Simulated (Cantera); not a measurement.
What does this Cantera script print?

```python
import numpy as np
import cantera as ct

gas = ct.Solution("h2o2.yaml")
gas.TPX = 398, 100000, {'H2': 1, 'O2': 0.294, 'N2': 1.41}
flame = ct.FreeFlame(gas, width=0.04)
flame.set_refine_criteria(ratio=3, slope=0.08, curve=0.16)
flame.transport_model = "mixture-averaged"
flame.solve(loglevel=0, auto=True)
flame.transport_model = "multicomponent"
flame.soret_enabled = True
flame.solve(loglevel=0, refine_grid=True)
z, T = flame.grid, flame.T
thick = (T[-1] - T[0]) / np.gradient(T, z).max()
show = ['H2', 'O2', 'OH', 'H', 'O', 'H2O2']
print(f"laminar burning velocity  {flame.velocity[0] * 100:.3f} cm/s")
print(f"burnt temperature         {T[-1]:.1f} K")
print(f"thermal thickness         {thick * 1e3:.4f} mm")
print(f"grid points               {len(z)}")
z0 = z[flame.heat_release_rate.argmax()]
print(f"{'z/mm':>9s}{'T/K':>9s}{'u/(m/s)':>9s}" + "".join(f"{s:>11s}" for s in show))
rows = []
for k in (-3, -2, -1.5, -1, -0.5, -0.25, 0, 0.25, 0.5, 1, 2, 4, 8):
    zz = z0 + k * thick
    rows.append([k * thick, np.interp(zz, z, T), np.interp(zz, z, flame.velocity),
                 *(np.interp(zz, z, flame.X[gas.species_index(s)]) for s in show)])
    print(f"{rows[-1][0] * 1e3:9.3f}{rows[-1][1]:9.1f}{rows[-1][2]:9.3f}" + "".join(f"{x:11.3e}" for x in rows[-1][3:]))
```

Output:

```
laminar burning velocity  351.230 cm/s
burnt temperature         2048.9 K
thermal thickness         0.3720 mm
grid points               121
     z/mm      T/K  u/(m/s)         H2         O2         OH          H          O       H2O2
   -1.116    398.0    3.512  3.698e-01  1.087e-01  6.736e-16  2.384e-16  1.080e-13  1.846e-14
   -0.744    398.0    3.512  3.698e-01  1.087e-01  4.774e-14  1.718e-14  7.642e-12  2.202e-12
   -0.558    398.0    3.512  3.698e-01  1.087e-01  6.792e-13  2.505e-13  1.062e-10  4.619e-11
   -0.372    398.1    3.510  3.691e-01  1.089e-01  1.305e-10  8.012e-11  5.805e-09  6.041e-09
   -0.186    421.2    3.612  3.490e-01  1.119e-01  2.496e-05  1.946e-05  3.127e-06  1.187e-05
   -0.093    678.6    5.634  3.114e-01  1.061e-01  7.923e-04  3.601e-03  1.557e-04  5.680e-05
    0.000   1078.0    8.816  2.480e-01  7.710e-02  1.294e-03  2.490e-02  1.721e-03  6.387e-06
    0.093   1364.6   11.111  1.749e-01  3.186e-02  2.990e-03  5.230e-02  3.431e-03  1.551e-06
    0.186   1506.3   12.234  1.426e-01  9.047e-03  3.708e-03  6.215e-02  2.494e-03  9.601e-07
    0.372   1627.9   13.157  1.373e-01  1.450e-03  4.061e-03  5.677e-02  1.441e-03  5.797e-07
    0.744   1738.0   13.957  1.442e-01  7.126e-04  4.032e-03  4.407e-02  9.781e-04  3.312e-07
    1.488   1839.7   14.675  1.511e-01  3.907e-04  3.526e-03  3.135e-02  5.610e-04  1.677e-07
    2.976   1920.8   15.231  1.567e-01  1.814e-04  2.706e-03  2.075e-02  2.681e-04  8.039e-08
```

Computed with Cantera and the H2/O2 subset of GRI-Mech 3.0, which has no nitrogen chemistry. Burning velocities carry a grid error of a few per cent, more on coarse grids.
